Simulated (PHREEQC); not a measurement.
0.62 g of hydrous ferric oxide (600 m²/g; 0.2 weak and 0.005 strong sites per Fe, Dzombak-Morel constants, diffuse double layer) in 1 kg of water with 0.01 mol/kgw of an inert sodium salt, at 25 °C; the pH is set by adding NaOH or the inert anion's acid. Oxygen is held at 0.21 atm. No CO2 enters from the air. Precipitation was switched off in this run.

The numbers come from PHREEQC with the ion-association model, wateq4f.dat.

Predict surface charge σ (C/m²), surface potential ψ (mV) at pH = 3.5, 4, 6, 7, 10.


```json
[
 {"pH": "3.5", "surface charge σ (C/m²)": "0.277", "surface potential ψ (mV)": "196"},
 {"pH": "4", "surface charge σ (C/m²)": "0.218", "surface potential ψ (mV)": "184"},
 {"pH": "6", "surface charge σ (C/m²)": "0.050", "surface potential ψ (mV)": "110"},
 {"pH": "7", "surface charge σ (C/m²)": "0.017", "surface potential ψ (mV)": "61"},
 {"pH": "10", "surface charge σ (C/m²)": "-0.040", "surface potential ψ (mV)": "-100"}
]
```

The oxide is taken as insoluble; below pH 4 it would dissolve.
